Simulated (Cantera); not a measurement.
Cantera run:

```python
import numpy as np
import cantera as ct

gas_names = [...]  # 76 gases of nasa_gas.yaml made of C, H
cond_names = """
    C(gr) C6H6(L) C7H8(L) C8H18(L),n-octa
""".split()


# ... load() reads the species with a 1 bar reference pressure and builds the phases ...
atoms = {
    'C3H8': {'C': 3, 'H': 8},
    'H2': {'H': 2},
}
top_T = {'C(gr)': 4500}  # K; cautious upper limits of use, not melting points


# ... equilibrate(T, P, feed) seeds the gas with the atoms and calls Mixture.equilibrate('TP', solver="vcs", rtol=1e-11, max_steps=5000) ...
results = []
feed = {'C3H8': 1, 'H2': 4.4}  # mol
P = 6900  # Pa
for T in [1650, 1750, 1850, 1950, 2050, 2150, 2250, 2350, 2450, 2550, 2650, 2750]:
    mix = equilibrate(T, P, feed)
    results.append((T, P, feed, dict(zip(mix.species_names, mix.species_moles))))

top = {s: max(r[3][s] / sum(r[3][g] for g in gas_names) for r in results) for s in gas_names}
cols = sorted((s for s in top if top[s] > 0.001), key=lambda s: -top[s])[:5]
seen = [c for c in cond_names if any(r[3].get(c, 0) > 1e-12 for r in results)]
print("log10 of partial pressures in bar; condensed amounts in mol")
print(f"{'T/K':>10s}" + "".join(f"{s[:9]:>10s}" for s in cols + seen))
for T, P, feed, n in results:
    ng = sum(n[g] for g in gas_names)
    print(f"{T:10.4g}" + "".join(f"{np.log10(max(n[s] / ng * P / 1e5, 1e-99)):10.3f}" for s in cols)
          + "".join(f"{n.get(c, 0):10.4g}" for c in seen))
```

It prints:

```
log10 of partial pressures in bar; condensed amounts in mol
       T/K        H2         H C2H2,acet     C(gr)
      1650    -1.161    -4.622    -5.502     2.998
      1750    -1.162    -4.214    -5.101     2.998
      1850    -1.162    -3.850    -4.745     2.995
      1950    -1.163    -3.522    -4.426     2.991
      2050    -1.165    -3.227    -4.139     2.982
      2150    -1.169    -2.959    -3.882     2.967
      2250    -1.175    -2.717    -3.650     2.944
      2350    -1.184    -2.496    -3.442     2.909
      2450    -1.198    -2.296    -3.257     2.858
      2550    -1.218    -2.115    -3.094     2.787
      2650    -1.247    -1.952    -2.954     2.692
      2750    -1.285    -1.807    -2.836     2.566
```

Equilibrium computed with Cantera from the NASA thermochemical tables; the gas is ideal and each condensed phase is pure.
